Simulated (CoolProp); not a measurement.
Vapour-liquid equilibrium of propane (1) + R114 (2) at 958 kPa; x and y are mole fractions of (1).

Values from CoolProp's multi-fluid Helmholtz-energy mixture model, Lemmon 2009 and Platzer 1990; pair parameters Bell 2016. This equation is an older, rougher fit; its heat capacities, sound speeds and derivatives of the liquid may be far off and weren't checked against measurements.

| x | bubble temperature, mixture model (K) | bubble temperature, Raoult's law (K) | y, mixture model | y, Raoult's law |
|---|---|---|---|---|
| 0.05 | 348.7 | 349.4 | 0.139 | 0.152 |
| 0.125 | 341.0 | 342.6 | 0.310 | 0.334 |
| 0.2 | 334.4 | 336.5 | 0.443 | 0.473 |
| 0.275 | 328.7 | 331.2 | 0.547 | 0.583 |
| 0.35 | 323.8 | 326.3 | 0.629 | 0.670 |
| 0.425 | 319.6 | 321.9 | 0.696 | 0.740 |
| 0.5 | 315.9 | 318.0 | 0.751 | 0.798 |
| 0.575 | 312.7 | 314.3 | 0.799 | 0.845 |
| 0.65 | 309.7 | 311.0 | 0.841 | 0.884 |
| 0.725 | 307.0 | 307.9 | 0.878 | 0.917 |
| 0.8 | 304.5 | 305.1 | 0.913 | 0.944 |
| 0.875 | 302.1 | 302.4 | 0.947 | 0.968 |
| 0.95 | 299.9 | 300.0 | 0.979 | 0.988 |

The largest gap from Raoult's law is -2.5 K in bubble temperature, at x = 0.35. No azeotrope shows between x = 0.05 and 0.95.

Pair parameters are fitted to limited data, so mixtures are less certain than the pure fluids.
